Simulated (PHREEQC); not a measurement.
Dissolve 0.46 mol/kgw CuCl2, 0.027 mol/kgw H2SO4 and 0.00034 mol/kgw KCl at 25 °C. Closed to the air; pH follows from the charge balance.

All values are PHREEQC results (ion-association model, phreeqc.dat), not measurements.

No solid was allowed to form.

Q: Predict the pH, ionic strength, density.

A: pH 1.45; ionic strength 1.10 mol/kgw; density 1.053 g/cm³.

Q: In which forms is S present?

A: CuSO4 47 %, SO4-2 33 %, HSO4- 21 % of the S.

Ionic strength above about 0.7 mol/kgw puts this run outside the model's range. Species that the database lacks are ignored.
